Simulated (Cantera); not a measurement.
An isothermal, constant-pressure homogeneous reactor starts with N₂O : N₂ = 1 : 0.74 (molar parts), at 1275 K and 170000 Pa.

Computed with Cantera and GRI-Mech 3.0 (53 species, 325 reactions). GRI-Mech 3.0 was tuned for natural gas; its chemistry of N2O as a main component is partial and can be far from experiment. The mechanism lacks the step 2 NO + O2 → 2 NO2, which can matter for NO2 below about 1400 K. The temperature is held fixed by assumption; the heat of reaction is taken as removed at once.

**Question.** Predict: x(N₂O) at 7.00 s; x(N₂) at 7.00 s; x(O₂) at 7.00 s; x(NO) at 7.00 s; x(NO₂) at 7.00 s; x(O) at 7.00 s.

**Answer.** 
| Quantity | Value |
|---|---|
| x(N₂O) at 7.00 s | 1.03e-6 (gas-phase equilibrium 3.00e-8) |
| x(N₂) at 7.00 s | 0.756 (gas-phase equilibrium 0.777) |
| x(O₂) at 7.00 s | 0.202 (gas-phase equilibrium 0.223) |
| x(NO) at 7.00 s | 0.0406 (gas-phase equilibrium 0.000345) |
| x(NO₂) at 7.00 s | 0.000623 (gas-phase equilibrium 5.56e-6) |
| x(O) at 7.00 s | 3.88e-8 (gas-phase equilibrium 4.07e-8) |
